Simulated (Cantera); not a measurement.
Mixture: CH₄ : O₂ : N₂ = 1 : 2.53 : 9.52 (molar parts), equivalence ratio 0.79, at 0.980 bar, adiabatic and at constant pressure. Ignition delay is the time to a rise of 400 K.

Computed with Cantera and GRI-Mech 3.0 (53 species, 325 reactions).

### Question
Predict: delay at 1100 K; delay at 1300 K; delay at 1500 K; delay at 1700 K; delay at 1900 K; apparent activation energy between 1800 and 2000 K.

### Answer
| Property | Result |
|---|---|
| delay at 1100 K | 0.188 s |
| delay at 1300 K | 10.6 ms |
| delay at 1500 K | 1.09 ms |
| delay at 1700 K | 0.211 ms |
| delay at 1900 K | 63.9 µs |
| apparent activation energy between 1800 and 2000 K | 160 kJ/mol |
